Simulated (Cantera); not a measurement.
**Thermodynamics of carbon deposition, reforming and gasification, feed C2H6 + CO2 + H2 + O2**

Charge: 1 mol C2H6, 3.1 mol CO2, 5.8 mol H2, 0.058 mol O2, equilibrated at 44.0 bar.

These are equilibrium values from Cantera (NASA tables, ideal gas, pure condensed phases), not measurements of a reactor. Candidate condensed phases: C, C6H6, C7H8, C8H18, H2O; 110 gas species. The ideal-gas law is rough above about 30 bar. Kinetics and transport are ignored.

```csv
T (°C),x H2O,x CH4,x H2,x CO2,x CO,n C(graphite)
475,0.484,0.304,0.0456,0.165,0.00250,1.45
500,0.471,0.301,0.0568,0.168,0.00395,1.42
525,0.457,0.297,0.0697,0.170,0.00606,1.38
550,0.443,0.291,0.0842,0.172,0.00904,1.36
575,0.429,0.285,0.100,0.173,0.0131,1.33
600,0.413,0.277,0.118,0.173,0.0186,1.30
625,0.396,0.268,0.138,0.173,0.0258,1.26
650,0.378,0.257,0.159,0.171,0.0351,1.22
675,0.359,0.246,0.181,0.168,0.0466,1.17
700,0.338,0.234,0.204,0.163,0.0608,1.11
725,0.317,0.221,0.227,0.157,0.0777,1.03
750,0.294,0.208,0.251,0.149,0.0974,0.939
775,0.271,0.194,0.275,0.140,0.120,0.824
800,0.247,0.180,0.299,0.129,0.145,0.688
```
x: gas mole fraction; n: condensed amount in mol.

From 475 °C to 800 °C the condensed part is C(graphite). The main C-bearing gas is CH4 throughout. The share of C in condensed phases is highest at 475 °C (28.5 %) and lowest at 800 °C (13.5 %).
